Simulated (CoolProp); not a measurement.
A single-stage vapour-compression cycle with chlorine: evaporating at 283.15 K (dew point), condensing at 314.15 K (bubble point), superheat 8 K, subcooling 5 K, compressor efficiency 0.9, no pressure losses. Each further row changes one setting.

The numbers come from the reference Helmholtz-energy equation of state, Thol 2021 in CoolProp.

```tsv
case	cooling COP	pressure ratio	discharge temperature (K)	refrigerating effect (kJ/kg)	volumetric capacity (kJ/m³)
as stated	7.27	2.32	364.9	238	3790
evaporating temperature 288.15 K	8.97	2.00	356.8	239	4380
condensing temperature 309.15 K	8.83	2.05	353.2	243	3870
subcooling 10 K	7.42	2.32	364.9	243	3870
superheat 18 K	7.13	2.32	377.0	243	3710
compressor efficiency 0.8	6.46	2.32	372.0	238	3790
```
